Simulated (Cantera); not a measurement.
What does this Cantera script print?

```python
import numpy as np
import cantera as ct

gas_names = """
    H HO2 H2 H2O H2O2 O OH O2 O3 Ta TaO TaO2
""".split()
cond_names = """
    H2O(s) H2O(L) Ta(cr) Ta(L) Ta2O5(s) Ta2O5(L)
""".split()


# ... load() reads the species with a 1 bar reference pressure and builds the phases ...
atoms = {
    'Ta2O5': {'Ta': 2, 'O': 5},
    'H2': {'H': 2},
    'H2O': {'H': 2, 'O': 1},
}
top_T = {}  # K; cautious upper limits of use, not melting points


# ... equilibrate(T, P, feed) seeds the gas with the atoms and calls Mixture.equilibrate('TP', solver="vcs", rtol=1e-11, max_steps=5000) ...
results = []
feed = {'Ta2O5': 1, 'H2': 0.54, 'H2O': 0.25}  # mol
P = 140  # Pa
for T in [948, 1048, 1148, 1248, 1348, 1448, 1548, 1648, 1748, 1848, 1948, 2048]:
    mix = equilibrate(T, P, feed)
    results.append((T, P, feed, dict(zip(mix.species_names, mix.species_moles))))

top = {s: max(r[3][s] / sum(r[3][g] for g in gas_names) for r in results) for s in gas_names}
cols = sorted((s for s in top if top[s] > 1e-05), key=lambda s: -top[s])[:6]
seen = [c for c in cond_names if any(r[3].get(c, 0) > 1e-12 for r in results)]
print("log10 of partial pressures in bar; condensed amounts in mol")
print(f"{'T/K':>10s}" + "".join(f"{s[:9]:>10s}" for s in cols + seen))
for T, P, feed, n in results:
    ng = sum(n[g] for g in gas_names)
    print(f"{T:10.4g}" + "".join(f"{np.log10(max(n[s] / ng * P / 1e5, 1e-99)):10.3f}" for s in cols)
          + "".join(f"{n.get(c, 0):10.4g}" for c in seen))
```

Output:

```
log10 of partial pressures in bar; condensed amounts in mol
       T/K        H2       H2O         H        OH         O      TaO2  Ta2O5(s)
       948    -3.019    -3.354   -10.790   -13.964   -21.630   -26.652         1
      1048    -3.019    -3.354    -9.622   -12.458   -18.998   -23.063         1
      1148    -3.019    -3.354    -8.654   -11.213   -16.821   -20.112         1
      1248    -3.019    -3.354    -7.840   -10.165   -14.990   -17.645         1
      1348    -3.019    -3.354    -7.145    -9.273   -13.428   -15.554         1
      1448    -3.019    -3.354    -6.545    -8.503   -12.080   -13.760         1
      1548    -3.019    -3.354    -6.021    -7.832   -10.905   -12.205         1
      1648    -3.020    -3.354    -5.560    -7.242    -9.870   -10.846         1
      1748    -3.022    -3.355    -5.152    -6.719    -8.953    -9.648         1
      1848    -3.025    -3.357    -4.788    -6.253    -8.134    -8.585         1
      1948    -3.032    -3.361    -4.463    -5.835    -7.396    -7.637         1
      2048    -3.045    -3.368    -4.173    -5.459    -6.727    -6.787         1
```

Equilibrium computed with Cantera from the NASA thermochemical tables; the gas is ideal and each condensed phase is pure.
